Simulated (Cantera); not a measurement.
# Ignition delay

Mixture: H2 : O2 : N2 = 1 : 0.333 : 1.25 (molar parts), equivalence ratio 1.5, at 1000000 Pa, adiabatic and at constant volume. Ignition delay is the time to a rise of 400 K.

Model: GRI-Mech 3.0 (53 species, 325 reactions), integrated in Cantera. The hydrogen kinetics of GRI-Mech 3.0 are dated; newer H2 mechanisms differ, most at raised pressure. Where the delays flatten at high temperature, the 400 K rule measures the pace of heat release, not the induction time.

| T0 (K) | delay (ms) |
|---|---|
| 1075 | 1.26 |
| 1175 | 0.119 |
| 1275 | 0.00739 |
| 1375 | 0.00270 |
| 1475 | 0.00159 |
| 1575 | 0.00109 |
| 1675 | 0.000819 |
| 1775 | 0.000648 |
| 1875 | 0.000537 |
